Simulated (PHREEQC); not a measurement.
Dissolve 9.9 mmol/kgw AgNO3 at 20 °C. Closed to the air; pH follows from the charge balance.

All values are PHREEQC results (ion-association model, wateq4f.dat), not measurements.

```tsv
quantity	before	after
pH	6.91	4.95
ionic strength (mol/kgw)	0.00986	0.0272
```

Question: Which change was made?
(A) AgNO3 replaced by Pb(NO3)2 at the same molality
(B) AgNO3 from 0.0099 to 0.0198 mol/kgw
(C) diluted 100-fold with water
(D) AgNO3 from 0.0099 to 0.0109 mol/kgw

Answer: A, AgNO3 replaced by Pb(NO3)2 at the same molality

No solid was allowed to form.
